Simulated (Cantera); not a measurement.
Charge: 1 mol Ta₂O₅, 1.9 mol C, 0.53 mol CO, equilibrated at 2550 K and 13.3 mbar.

Equilibrium computed with Cantera from the NASA thermochemical tables; the gas is ideal and each condensed phase is pure. Candidate condensed phases: C, Ta, TaC, Ta₂O₅; 15 gas species. Mutual solubility and eutectic melting of coexisting phases are not modelled. Condensed phases not in the tables: Ta₂C, N, O or C dissolved in the metal. Kinetics and transport are ignored.

Base state: CO 0.907, TaO₂ 0.0725, TaO 0.0186, CO₂ 0.00125, O 9.11e-5 (mole fractions); condensed: Ta(s) + Ta₂O₅(l).

Problem. What changes in the equilibrium state with this change: temperature from 2550 K to 2075 K?

Solution. 
```csv
species,before,after
CO,0.907,0.999
CO₂,0.00125,0.000584
TaO₂,0.0725,0.000253
TaO,0.0186,4.25e-5
O,9.11e-5,1.24e-7
"Ta(s), mol",0.693,0
"Ta₂O₅(l), mol",0.532,0.728
"TaC(s), mol",0,0.543
```
TaC: taken at fixed stoichiometry. Condensed phases not in the tables: Ta₂C.
